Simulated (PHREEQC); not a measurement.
A solution holds 0.0044 mol/kgw Pb(NO3)2, 0.013 mol/kgw CuCl2, 0.022 mol/kgw HCl and 6.7e-05 mol/kgw NaCl, at 32 °C. Closed to the air; pH follows from the charge balance.

Computed with PHREEQC (ion-association model, wateq4f.dat).

Precipitation was switched off in this run.

Q: What pH, ionic strength does the model give?

A: pH 1.73; ionic strength 0.0681 mol/kgw.

Q: In which forms is N present?

A: NO3- 99 %, PbNO3+ 1.3 % of the N.
